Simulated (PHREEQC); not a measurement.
0.066 g of hydrous ferric oxide (600 m²/g; 0.2 weak and 0.005 strong sites per Fe, Dzombak-Morel constants, diffuse double layer) in 1 kg of water with 0.3 mol/kgw of an inert sodium salt and 1.5e-06 mol SrCl2 and 1.8e-07 mol PbCl2, at 25 °C; the pH is set by adding NaOH or the inert anion's acid. O2 is buffered at 0.21 atm. The system is closed to CO2. Nothing may precipitate in this run.

The series has 17 steps of pH, from 3 to 11.

Equilibrium calculation in PHREEQC: ion-association model, wateq4f.dat.

### Question
Near which pH is half of the Sr sorbed, and on which side is more sorbed?

### Answer
Near pH 9.0, with more sorbed at higher pH.

### Question
Near which pH is half of the Pb sorbed, and on which side is more sorbed?

### Answer
Near pH 4.3, with more sorbed at higher pH.

The oxide is taken as insoluble; below pH 4 it would dissolve.
